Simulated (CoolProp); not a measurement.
Values from CoolProp's reference Helmholtz-energy equation of state, Penoncello 2003.

Question: For CHF3 (R23), give the phase and the cv (kJ/(kg K)), Joule-Thomson coefficient (K/MPa), viscosity (µPa s) at 34.55 °C and 1.01 bar; 62.35 °C and 1.01 bar; 146.05 °C and 1.01 bar.

Answer: 
- 34.55 °C and 1.01 bar: gas; cv 0.627, Joule-Thomson coefficient 11.6, viscosity 15.4
- 62.35 °C and 1.01 bar: gas; cv 0.666, Joule-Thomson coefficient 9.06, viscosity 16.7
- 146.05 °C and 1.01 bar: gas; cv 0.777, Joule-Thomson coefficient 4.92, viscosity 20.3

Viscosity comes from a separate model (Shan 2000).
